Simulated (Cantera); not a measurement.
A closed system holds: 1 mol PbO, a varied amount of N2, equilibrated at 1673 K and 1330 Pa.

Cantera equilibrium calculation (NASA polynomials, part measured and part estimated; ideal gas, pure solids and liquids). Candidate condensed phases: Pb, PbO, PbO2, Pb3O4; 12 gas species. Gases not in the tables: (PbO)n polymers. Rates play no part.

x: gas mole fraction; nothing condenses.

```
n(N2) (mol)   x N2       x PbO        x Pb        x O2        x NO         x O       x Pb2
-----------  -----  ----------  ----------  ----------  ----------  ----------  ----------
1            0.463       0.318       0.145      0.0721     0.00117     7.77e-5     2.88e-6
1.5          0.562       0.251       0.124      0.0614     0.00119     7.17e-5     2.10e-6
2.3          0.661       0.186       0.102      0.0502     0.00117     6.49e-5     1.41e-6
3.5          0.746       0.132      0.0811      0.0399     0.00111     5.79e-5     8.96e-7
5.3          0.814  (withheld)  (withheld)  (withheld)  (withheld)  (withheld)  (withheld)
8            0.867      0.0603      0.0481      0.0236    0.000919     4.45e-5     3.16e-7
12           0.906      0.0393      0.0362      0.0177    0.000813     3.85e-5     1.79e-7
18           0.934  (withheld)  (withheld)  (withheld)  (withheld)  (withheld)  (withheld)
28           0.956      0.0150      0.0191     0.00925    0.000604     2.78e-5     4.99e-8
42           0.970     0.00923      0.0139     0.00666    0.000516     2.36e-5     2.62e-8
64           0.980     0.00548     0.00982     0.00468    0.000435     1.98e-5     1.32e-8
97           0.986     0.00324     0.00693     0.00328    0.000365     1.66e-5     6.55e-9
```

Question: Complete the blanks.

Answer: 
- 18, x PbO: 0.0251
- 18, x Pb: 0.0269
- 18, x O2: 0.0131
- 18, x NO: 0.000710
- 18, x O: 3.31e-5
- 18, x Pb2: 9.84e-8
- 5.3, x PbO: 0.0906
- 5.3, x Pb: 0.0631
- 5.3, x O2: 0.0310
- 5.3, x NO: 0.00102
- 5.3, x O: 5.10e-5
- 5.3, x Pb2: 5.43e-7
